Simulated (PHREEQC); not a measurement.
Solution (80 °C): 0.0031 mol NaBr and 0.0004 mol (NH4)2SiF6 per kg of water. Closed to the air; pH follows from the charge balance.

All values are PHREEQC results (ion-association model, phreeqc.dat), not measurements.

Precipitation was switched off in this run.

Q: Estimate the pH, ionic strength, specific conductance.

A: pH 3.54; ionic strength 0.00421 mol/kgw; specific conductance 1470 µS/cm.

Q: In which forms is F present?

A: HF 54 %, F- 46 %, HF2- 0.5 % of the F.

Complexes and solids missing from the database can't appear. Constants without temperature data keep their 25 °C values here. SiF6-2 is the database's only silicon fluoride.
